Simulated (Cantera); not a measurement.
## Thermodynamics of oxide etching and cleaning by halides, feed MgO + Cl₂ + H₂

A closed system holds: 1 mol MgO, 44 mol Cl₂, a varied amount of H₂, held at 1150 K and 0.570 bar.

Cantera equilibrium calculation (NASA polynomials, part measured and part estimated; ideal gas, pure solids and liquids). Candidate condensed phases: H₂O, Mg, MgCl₂, MgO, Mg(OH)₂; 22 gas species. Equilibrium is a limit: real reactors are often held back by kinetics, nucleation or transport.

From 2.3 mol H₂ to 18 mol H₂ the condensed part is MgCl₂(l). The main Mg-bearing gas is MgCl₂ throughout. The share of Mg in condensed phases is highest at 2.3 mol H₂ (69.6 %) and lowest at 18 mol H₂ (59.3 %).

| n(H₂) (mol) | log p Cl₂ | log p HCl | log p O₂ | log p MgCl₂ | log p H₂O | n MgCl₂(l) |
|---|---|---|---|---|---|---|
| 2.3 | -0.30 | -1.25 | -2.21 | -2.43 | -4.17 | 0.696 |
| 3.2 | -0.32 | -1.11 | -2.22 | -2.43 | -3.89 | 0.690 |
| 4.6 | -0.35 | -0.97 | -2.24 | -2.43 | -3.58 | 0.680 |
| 6.4 | -0.38 | -0.84 | -2.27 | -2.43 | -3.31 | 0.668 |
| 9.1 | -0.44 | -0.71 | -2.31 | -2.43 | -3.02 | 0.651 |
| 13 | -0.52 | -0.59 | -2.39 | -2.43 | -2.73 | 0.625 |
| 18 | -0.63 | -0.49 | -2.53 | -2.43 | -2.48 | 0.593 |
log p: log10 of the partial pressure in bar; n: condensed amount in mol.
